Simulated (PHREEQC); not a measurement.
Model water analysis in mg/L, 20 °C, pH 5.69, pe 11.7:

| constituent | mg/L |
|---|---|
| Na | 0.972 |
| K | 2.79 |
| Ca | 11.7 |
| Mg | 0.551 |
| Cl | 6.52 |
| S(6) as SO4 | 11.1 |
| Alkalinity as HCO3 | 20.6 |
| Pb | 0.0406 |
| B | 0.00188 |

Valence states are taken as typed.

The numbers come from PHREEQC with the ion-association model, wateq4f.dat.

```json
[
 {"quantity": "CaSO4 (mol/kgw)", "before": "4.47e-6", "after": "1.52e-5"},
 {"quantity": "CaHCO3+ (mol/kgw)", "before": "9.78e-7", "after": "3.63e-6"},
 {"quantity": "MgSO4 (mol/kgw)", "before": "3.75e-7", "after": "1.28e-6"},
 {"quantity": "SI of Gypsum (CaSO4:2H2O)", "before": "-3.05", "after": "-2.51"},
 {"quantity": "SI of Anglesite (PbSO4)", "before": "-3.12", "after": "-2.67"}
]
```

Task: Name the change that produced these shifts.
A. pH from 5.69 to 6.19 at the same alkalinity
B. temperature from 20 to 15 °C at the same typed pH
C. all concentrations times 2 at the same typed pH
D. B from 0.00188 to 0.00376 mg/L

Result: C, all concentrations times 2 at the same typed pH

Precipitation was switched off in this run.
